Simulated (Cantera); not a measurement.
Input (Python, Cantera) and output of one run.

```python
import numpy as np
import cantera as ct

gas_names = """
    C CN CO CO2 C2 CCN CNC C2N2 C2O C3 C3O2 C4 C4N2 C5 N NCO NO NO2 NO3 N2 N2O O O2 O3 Si SiC SiC2 SiN
    SiO SiO2 Si2 Si2C Si2N Si3
""".split()
cond_names = """
    C(gr) Si(cr) Si(L) SiC(b) SiO2(Lqz) SiO2(hqz) SiO2(L) Si2N2O(s) Si3N4(a)
""".split()


# ... load() reads the species with a 1 bar reference pressure and builds the phases ...
atoms = {
    'SiC': {'Si': 1, 'C': 1},
    'O2': {'O': 2},
    'N2': {'N': 2},
}
top_T = {'C(gr)': 4500, 'SiC(b)': 3050, 'Si2N2O(s)': 2100, 'Si3N4(a)': 2400}  # K; cautious upper limits of use, not melting points


# ... equilibrate(T, P, feed) seeds the gas with the atoms and calls Mixture.equilibrate('TP', solver="vcs", rtol=1e-11, max_steps=5000) ...
results = []
feed = {'SiC': 1, 'O2': 0.003, 'N2': 550}  # mol
T = 1348.15  # K
for P in [0.1, 0.6, 3.6, 22, 130, 770, 4600, 28000, 170000, 1000000]:
    mix = equilibrate(T, P, feed)
    results.append((T, P, feed, dict(zip(mix.species_names, mix.species_moles))))
    x = sorted(zip(gas.X, gas.species_names), reverse=True)
    print(f"T = {T:g} K  P = {P:g} Pa  gas = {mix.phase_moles(0):.4g} mol")
    print("   x: " + "  ".join(f"{s} {v:.3e}" for v, s in x if v > 0.0001))
    print("   condensed (mol): " + ("  ".join(f"{mix.phase(i).name} {mix.phase_moles(i):.4g}"
          for i in range(1, mix.n_phases) if mix.phase_moles(i) > 1e-12) or "none"))
```

It prints:

```
T = 1348.15 K  P = 0.1 Pa  gas = 550 mol
   x: N2 1.000e+00
   condensed (mol): SiC(b) 0.9947
T = 1348.15 K  P = 0.6 Pa  gas = 550 mol
   x: N2 1.000e+00
   condensed (mol): SiC(b) 0.9962
T = 1348.15 K  P = 3.6 Pa  gas = 550 mol
   x: N2 1.000e+00
   condensed (mol): SiC(b) 0.9968
T = 1348.15 K  P = 22 Pa  gas = 550 mol
   x: N2 1.000e+00
   condensed (mol): SiC(b) 0.9946  Si3N4(a) 0.00162
T = 1348.15 K  P = 130 Pa  gas = 550 mol
   x: N2 1.000e+00
   condensed (mol): SiC(b) 0.9941  Si3N4(a) 0.001961
T = 1348.15 K  P = 770 Pa  gas = 549.3 mol
   x: N2 1.000e+00
   condensed (mol): C(gr) 0.994  Si3N4(a) 0.3333
T = 1348.15 K  P = 4600 Pa  gas = 549.3 mol
   x: N2 1.000e+00
   condensed (mol): C(gr) 0.994  Si3N4(a) 0.3333
T = 1348.15 K  P = 28000 Pa  gas = 549.3 mol
   x: N2 1.000e+00
   condensed (mol): C(gr) 0.9941  Si2N2O(s) 6.6e-05  Si3N4(a) 0.3333
T = 1348.15 K  P = 170000 Pa  gas = 549.3 mol
   x: N2 1.000e+00
   condensed (mol): C(gr) 0.9982  Si2N2O(s) 0.004217  Si3N4(a) 0.3305
T = 1348.15 K  P = 1e+06 Pa  gas = 549.3 mol
   x: N2 1.000e+00
   condensed (mol): C(gr) 0.9995  Si2N2O(s) 0.005453  Si3N4(a) 0.3297
```

These are equilibrium values from Cantera (NASA tables, ideal gas, pure condensed phases), not measurements of a reactor. N2 is the only nitrogen source here; it is nearly inert below about 1500 K, so the nitride shown seldom forms there in practice. Mutual solubility and eutectic melting of coexisting phases are not modelled.
